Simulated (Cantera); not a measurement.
Mixture: CO : H2 : CH4 : O2 : N2 = 1 : 0.8 : 0.4 : 3.86 : 21.6 (molar parts), equivalence ratio 0.44, at 5.90 bar, adiabatic and at constant volume. Ignition delay is the time to a rise of 400 K.

Detailed kinetics in Cantera: GRI-Mech 3.0 (53 species, 325 reactions). Where the delays flatten at high temperature, the 400 K rule measures the pace of heat release, not the induction time.

### Question
Predict: delay at 1298 K; delay at 1498 K; delay at 1698 K; delay at 1898 K.

### Answer
```
Property           Value
---------------  -------
delay at 1298 K  50.0 µs
delay at 1498 K  13.5 µs
delay at 1698 K  7.12 µs
delay at 1898 K  5.27 µs
```
